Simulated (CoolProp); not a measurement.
The fluid at 293.15 K and 0.585 MPa is compressed adiabatically to 2.76 MPa with isentropic efficiency 0.8. The same conditions are run with several fluids, on thermodynamics alone (safety and materials aside).

Model: reference Helmholtz-energy equation of state of each fluid (methane: Setzmann 1991; CF4 (R14): Platzer 1990; CH2F2 (R32): Tillner-Roth 1997; R404A: Lemmon 2003; ethylene: Smukala 2000), in CoolProp. The equations of Platzer and Polt are older, rougher fits. Blends and air are pseudo-pure fits.

```csv
fluid,work (kJ/kg),final temperature (K),final density (kg/m³)
methane,349,439.9,12.2
CF4 (R14),58.0,___,80.2
CH2F2 (R32),95.4,___,___
R404A,43.2,___,___
ethylene,187,410.5,___
```

Problem. Fill in the missing entries.

Solution. 
- CF4 (R14), final temperature (K): 377.2
- CH2F2 (R32), final temperature (K): 411.9
- CH2F2 (R32), final density (kg/m³): 47.0
- R404A, final temperature (K): 362.8
- R404A, final density (kg/m³): 121
- ethylene, final density (kg/m³): 24.0
